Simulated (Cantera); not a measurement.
An isothermal, constant-pressure homogeneous reactor starts with H₂ : O₂ = 0.34 : 1 (molar parts), equivalence ratio 0.17, at 1375 K and 29.3 Torr. Integrator tolerance rtol = 1e-08.

Computed with Cantera and GRI-Mech 3.0 (53 species, 325 reactions). Radical loss at walls, strong at low pressure, is not modelled. The temperature is held fixed by assumption; the heat of reaction is taken as removed at once.

Task: What does this change do: pressure from 29.3 Torr to 5.93 Torr?

Result: 
| quantity | before | after |
|---|---|---|
| x(H₂) at 5.00 s | 5.38e-7 (gas-phase equilibrium 5.38e-7) | 3.62e-6 (gas-phase equilibrium 1.19e-6) |
| x(O₂) at 5.00 s | 0.709 (gas-phase equilibrium 0.709) | 0.709 (gas-phase equilibrium 0.709) |
| x(H₂O) at 5.00 s | 0.291 (gas-phase equilibrium 0.291) | 0.290 (gas-phase equilibrium 0.290) |
| x(O) at 5.00 s | 2.73e-6 (gas-phase equilibrium 2.73e-6) | 1.84e-5 (gas-phase equilibrium 6.07e-6) |
| x(OH) at 5.00 s | 0.000125 (gas-phase equilibrium 0.000125) | 0.000323 (gas-phase equilibrium 0.000186) |
| x(H) at 5.00 s | 1.28e-8 (gas-phase equilibrium 1.28e-8) | 2.23e-7 (gas-phase equilibrium 4.24e-8) |
| x(HO₂) at 5.00 s | 1.38e-7 (gas-phase equilibrium 1.38e-7) | 7.35e-8 (gas-phase equilibrium 9.29e-8) |
